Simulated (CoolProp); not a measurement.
Computed with CoolProp (reference Helmholtz-energy equation of state, Schroeder 2014).

**Question.** For ethanol, give the phase and the Z, speed of sound (m/s), isothermal compressibility (1/MPa), conductivity (mW/(m K)) at 588.7 K and 17900 kPa; 588.7 K and 26900 kPa.

**Answer.** 
- 588.7 K and 17900 kPa: supercritical; Z 0.483, speed of sound 314, isothermal compressibility 0.0499, conductivity 125
- 588.7 K and 26900 kPa: supercritical; Z 0.565, speed of sound 462, isothermal compressibility 0.0160, conductivity 136

Thermal conductivity comes from a separate model (Assael 2013).
